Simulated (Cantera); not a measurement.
Cantera with NASA thermochemical tables; ideal gases at 1 bar, condensed phases pure. Values are per mole of reaction as written; species without (g) are pure solids or liquids, kept so even where they would boil at 1 bar.

O3(g) + 6 TiOCl2(g) → 3 Ti2O3 + 6 Cl2(g), with ΔH° = -1430.9 kJ and ΔS° = -593.8 J/K at 300 K.

### Question
How far is the shortcut ΔG° ≈ ΔH°(300 K) − T·ΔS°(300 K) from the full temperature-dependent value at 1025, 1050, 1075, 1100, 1125, 1150, 1175, 1200, 1225, 1250 K?

### Answer
```tsv
T (K)	shortcut (kJ)	full (kJ)	difference (kJ)	difference in log10 K
1025	-822.2	-867.5	45.3	-2.31
1050	-807.4	-855.6	48.3	-2.40
1075	-792.5	-843.8	51.3	-2.49
1100	-777.7	-832.1	54.4	-2.58
1125	-762.8	-820.4	57.6	-2.67
1150	-748.0	-808.7	60.8	-2.76
1175	-733.1	-797.2	64.1	-2.85
1200	-718.3	-785.7	67.4	-2.93
1225	-703.4	-774.3	70.8	-3.02
1250	-688.6	-762.9	74.3	-3.11
```
The shortcut ignores the heat-capacity change of the reaction.
